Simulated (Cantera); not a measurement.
Thermodynamics of abatement and gas-phase synthesis, feed CS2 + SO2

A closed system holds: 1 mol CS2, 0.084 mol SO2, at 1800 °C and 1.60 mbar.

Cantera equilibrium calculation (NASA polynomials, part measured and part estimated; ideal gas, pure solids and liquids). Candidate condensed phases: C, S; 22 gas species. The numbers say what is thermodynamically allowed, not how fast it happens.

```yaml
x(CS): 0.357
x(S2): 0.282
x(CS2): 0.185
x(CO): 0.109
x(S): 0.0669
x(COS): 4.16e-5
gas_amount: 1.535 mol
log10 activity of C(graphite) (absent): -0.80
log10 activity of S(l) (absent): -3.29
```
